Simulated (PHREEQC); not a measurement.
# Buffer (model solution)

Solution (15 °C): 0.25 mol NaHSO4, 0.0031 mol Na2SO4 and 0.4 mol KCl per kg of water. Closed to the air; pH follows from the charge balance.

Computed with PHREEQC (ion-association model, phreeqc.dat).

Each row changes one thing in this solution. This is a speciation only: nothing precipitates in the calculation.

```json
[
 {"case": "as made", "pH": "1.04", "ionic strength (mol/kgw)": "0.813", "HSO4- (mol/kgw)": "0.129", "SO4-2 (mol/kgw)": "0.0798", "NaSO4- (mol/kgw)": "0.0168", "SI of Sylvite (KCl)": "-2.09", "SI of Halite (NaCl)": "-2.92"},
 {"case": "0.011 mol/kgw NaAlO2 added", "pH": "___", "ionic strength (mol/kgw)": "0.816", "HSO4- (mol/kgw)": "0.109", "SO4-2 (mol/kgw)": "0.0843", "NaSO4- (mol/kgw)": "0.0184", "SI of Sylvite (KCl)": "-2.09", "SI of Halite (NaCl)": "-2.91"},
 {"case": "temperature from 15 to 40 °C", "pH": "___", "ionic strength (mol/kgw)": "0.777", "HSO4- (mol/kgw)": "0.145", "SO4-2 (mol/kgw)": "0.0619", "NaSO4- (mol/kgw)": "0.0146", "SI of Sylvite (KCl)": "-2.23", "SI of Halite (NaCl)": "-2.95"},
 {"case": "Na2SO4 from 0.0031 to 0.00341 mol/kgw", "pH": "1.04", "ionic strength (mol/kgw)": "0.813", "HSO4- (mol/kgw)": "0.129", "SO4-2 (mol/kgw)": "0.0799", "NaSO4- (mol/kgw)": "0.0168", "SI of Sylvite (KCl)": "-2.09", "SI of Halite (NaCl)": "-2.92"},
 {"case": "Na2SO4 left out", "pH": "1.04", "ionic strength (mol/kgw)": "0.807", "HSO4- (mol/kgw)": "0.128", "SO4-2 (mol/kgw)": "0.0785", "NaSO4- (mol/kgw)": "0.0162", "SI of Sylvite (KCl)": "-2.09", "SI of Halite (NaCl)": "-2.93"}
]
```

Problem. Fill in the missing entries.

Solution. 
- 0.011 mol/kgw NaAlO2 added, pH: 1.14
- temperature from 15 to 40 °C, pH: 1.11

The ionic strength passes 0.7 mol/kgw, the rough limit of the ion-association models, in every such run. Species that the database lacks are ignored. Away from 25 °C the constants follow the database's enthalpies or fits; those with neither stay at their 25 °C values.
